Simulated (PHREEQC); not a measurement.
NaOH is added in steps, without added water, to 1 kg of water holding 1.2 mmol/kgw HF, 6.1 mmol/kgw Na2HPO4 and 64 mmol/kgw NaCl, at 25 °C. Oxygen alone is held at its pressure in air (log pO2 = -0.68). The system is closed to CO2. Precipitation was switched off in this run.

Base run: PHREEQC, ion-association model, wateq4f.dat. Each further column changes one thing. The table gives PO4-3 (mol/kgw).

```json
[
 {"NaOH added (mol)": "0", "base": "2.03e-7", "all activity coefficients set to 1": "1.10e-7", "database phreeqc.dat": "2.33e-7", "Davies equation for every ion": "2.06e-7", "metal-ligand complexes left out": "2.28e-7"},
 {"NaOH added (mol)": "0.000425", "base": "3.71e-7", "all activity coefficients set to 1": "2.01e-7", "database phreeqc.dat": "4.26e-7", "Davies equation for every ion": "3.76e-7", "metal-ligand complexes left out": "4.17e-7"},
 {"NaOH added (mol)": "0.001063", "base": "2.50e-6", "all activity coefficients set to 1": "1.35e-6", "database phreeqc.dat": "2.87e-6", "Davies equation for every ion": "2.54e-6", "metal-ligand complexes left out": "2.80e-6"},
 {"NaOH added (mol)": "0.001488", "base": "0.000112", "all activity coefficients set to 1": "5.58e-5", "database phreeqc.dat": "0.000121", "Davies equation for every ion": "0.000114", "metal-ligand complexes left out": "0.000116"},
 {"NaOH added (mol)": "0.001912", "base": "0.000270", "all activity coefficients set to 1": "0.000135", "database phreeqc.dat": "0.000292", "Davies equation for every ion": "0.000277", "metal-ligand complexes left out": "0.000280"},
 {"NaOH added (mol)": "0.002338", "base": "0.000425", "all activity coefficients set to 1": "0.000213", "database phreeqc.dat": "0.000459", "Davies equation for every ion": "0.000435", "metal-ligand complexes left out": "0.000440"},
 {"NaOH added (mol)": "0.002975", "base": "0.000647", "all activity coefficients set to 1": "0.000327", "database phreeqc.dat": "0.000699", "Davies equation for every ion": "0.000662", "metal-ligand complexes left out": "0.000671"},
 {"NaOH added (mol)": "0.0034", "base": "0.000790", "all activity coefficients set to 1": "0.000401", "database phreeqc.dat": "0.000853", "Davies equation for every ion": "0.000808", "metal-ligand complexes left out": "0.000818"}
]
```

H3PO4, which wateq4f.dat lacks, is added to it with the constant of phreeqc.dat.  phreeqc.dat and wateq4f.dat share most of their constants, so their agreement is no independent check.
